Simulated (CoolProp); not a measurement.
Vapour-liquid equilibrium of R134a (1) + R141b (2) at 0.731 MPa; x and y are mole fractions of (1).

The numbers come from the multi-fluid Helmholtz-energy mixture model, Tillner-Roth 1994 and Lemmon 2006; pair parameters Bell 2016 in CoolProp.

Problem. Give the bubble temperature and the first vapour's composition at x = 0.05, 0.5, 0.575. Is there an azeotrope?

Solution. x = 0.05: 365.4 K, y = 0.232; x = 0.5: 318.1 K, y = 0.855; x = 0.575: 314.8 K, y = 0.882. No azeotrope shows between x = 0.05 and 0.95.

The pair parameters rest on a limited set of measurements; away from them the model extrapolates.
